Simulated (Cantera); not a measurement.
Charge: 1 mol HMDSO, 2.9 mol O2, 7.7 mol H2, 0.12 mol O3, held at 1650 K and 13.3 mbar.

Cantera equilibrium calculation (NASA polynomials, part measured and part estimated; ideal gas, pure solids and liquids). Candidate condensed phases: C, C6H6, C7H8, C8H18, H2O, Si, SiC, SiO2; 123 gas species. The feed counts by its element totals alone. The numbers say what is thermodynamically allowed, not how fast it happens.

Base state: H2 0.699, CO 0.234, SiO 0.0662, H 0.000658, H2O 1.27e-5 (mole fractions); condensed: SiC(s).

### Question
What changes in the equilibrium state with this change: temperature from 1650 K to 1323 K?

### Answer
```
species                before    after
-------------------  --------  -------
H2                      0.699    0.841
CO                      0.234    0.159
CH4                   9.59e-7  6.41e-5
SiO                    0.0662  2.44e-5
H                    0.000658  1.26e-5
H2O                   1.27e-5  1.31e-5
SiC(s), mol             0.420        0
C(graphite), mol            0     2.84
SiO2(β-quartz), mol         0     2.00
```
The tables hold silica as quartz up to 1696 K and as liquid above; real silica turns to tridymite and cristobalite and melts near 1996 K.
